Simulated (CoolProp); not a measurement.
c-C4F8 (RC318) along the isotherm 400.6 K: density (kg/m³) from the reference equation and from simpler models built on Tc = 388.4 K, pc = 2.778 MPa, ω = 0.355; each cubic takes its own stable root.

Computed with CoolProp (reference Helmholtz-energy equation of state, Platzer 1990). This equation is an older, rougher fit; its heat capacities, sound speeds and derivatives of the liquid may be far off and weren't checked against measurements.

```json
[
 {"p (MPa)": "0.26", "phase": "gas", "reference": "16.07"},
 {"p (MPa)": "0.521", "phase": "gas", "reference": "33.21"},
 {"p (MPa)": "0.781", "phase": "gas", "reference": "51.47"},
 {"p (MPa)": "1.04", "phase": "gas", "reference": "71.07"},
 {"p (MPa)": "1.3", "phase": "gas", "reference": "92.46"},
 {"p (MPa)": "1.56", "phase": "gas", "reference": "116.0"},
 {"p (MPa)": "1.82", "phase": "gas", "reference": "142.3"},
 {"p (MPa)": "2.08", "phase": "gas", "reference": "172.4"},
 {"p (MPa)": "2.34", "phase": "gas", "reference": "207.8"},
 {"p (MPa)": "2.6", "phase": "gas", "reference": "251.3"},
 {"p (MPa)": "2.86", "phase": "supercritical", "reference": "309.1"},
 {"p (MPa)": "3.12", "phase": "supercritical", "reference": "397.2"},
 {"p (MPa)": "3.39", "phase": "supercritical", "reference": "564.3"},
 {"p (MPa)": "3.65", "phase": "supercritical", "reference": "735.1"},
 {"p (MPa)": "3.91", "phase": "supercritical", "reference": "825.8"},
 {"p (MPa)": "4.17", "phase": "supercritical", "reference": "879.2"}
]
```

### Question
How far does each simpler model (Redlich-Kwong, Peng-Robinson) lie from the reference over these 16 states: mean and median of the absolute difference, and the worst?

### Answer
- Redlich-Kwong: mean 3.1 %, median 1.3 %, worst -10.8 % at 400.6 K and 4.17 MPa
- Peng-Robinson: mean 3.5 %, median 3.2 %, worst -8.4 % at 400.6 K and 3.91 MPa
